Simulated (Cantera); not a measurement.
Input: 1 mol TEOS, 2.2 mol O3, 7.7 mol N2, 7.2 mol N2O, at 1748 K and 18.0 Pa.

Method: chemical equilibrium by Gibbs-energy minimisation in Cantera with the NASA 1993 tables (ideal gas, pure condensed phases). Candidate condensed phases: C, C6H6, C7H8, C8H18, H2O, Si, SiC, SiO2, Si2N2O, Si3N4; 151 gas species. The feed counts by its element totals alone. The tables hold silica as quartz up to 1696 K and as liquid above; real silica turns to tridymite and cristobalite and melts near 1996 K. The numbers say what is thermodynamically allowed, not how fast it happens.

Base state: N2 0.450, CO 0.176, H2O 0.172, H2 0.127, CO2 0.0661, H 0.00606, SiO 0.00315, OH 0.000481 (mole fractions); condensed: SiO2(condensed).

Question: What changes in the equilibrium state with this change: temperature from 1748 K to 1000 K?

Answer: 
| species | before | after |
|---|---|---|
| N2 | 0.450 | 0.453 |
| H2 | 0.127 | 0.184 |
| CO | 0.176 | 0.126 |
| H2O | 0.172 | 0.120 |
| CO2 | 0.0661 | 0.117 |
| SiO | 0.00315 | <1e-9 |
| OH | 0.000481 | <1e-9 |
| H | 0.00606 | 7.26e-8 |
| SiO2(condensed), mol | 0.895 | 0 |
| SiO2(β-quartz), mol | 0 | 1.00 |

Question: What changes in the equilibrium state with this change: temperature from 1748 K to 1198 K?

Answer: 
```csv
species,before,after
N2,0.450,0.453
H2,0.127,0.162
CO,0.176,0.148
H2O,0.172,0.142
CO2,0.0661,0.0951
SiO,0.00315,<1e-9
NO,1.89e-5,<1e-9
O,1.81e-5,<1e-9
OH,0.000481,3.95e-8
O2,1.10e-5,<1e-9
H,0.00606,5.70e-6
"SiO2(condensed), mol",0.895,0
"SiO2(β-quartz), mol",0,1.00
```
